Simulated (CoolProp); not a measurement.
CH2F2 (R32) at 293.15 K and 0.806 MPa is throttled through a valve to 0.431 MPa with no heat exchange. Each further row changes one setting.

Model: reference Helmholtz-energy equation of state, Tillner-Roth 1997, in CoolProp.

```csv
case,temperature change (K),final density (kg/m³)
as stated,-10.4,___
outlet pressure 0.129 MPa,___,3.02
outlet pressure 0.56 MPa,-6.7,___
```

Task: Fill in the missing entries.

Result: 
- as stated, final density (kg/m³): 10.2
- outlet pressure 0.129 MPa, temperature change (K): -20.2
- outlet pressure 0.56 MPa, final density (kg/m³): 13.4
